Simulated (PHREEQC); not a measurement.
1 kg of water holding 0.02 mol Na2SO4, 0.099 mol Na2CO3 and 0.0012 mol Na2B4O7 is evaporated at 25 °C; the solids stay in contact with the brine. CO2 is held at log p = -3.4 (atm). The run lets Burkeite, Mirabilite, Nahcolite, Natron, Thenardite, Trona, Borax, Boric_acid,s, NaBO2:4H2O, NaB5O8:5H2O precipitate or redissolve, and no other solid.

The series has 25 steps of water left (kg), from 0.9995 to 0.004235.

All values are PHREEQC results (Pitzer model, pitzer.dat), not measurements.

### Question
Which solids form, in which order, and at which step of the series does each first stand?

### Answer
Trona from water left = 0.03551 kg (pH 10.11); Mirabilite from water left = 0.007587 kg (pH 9.97); Borax from water left = 0.004235 kg (pH 9.97).
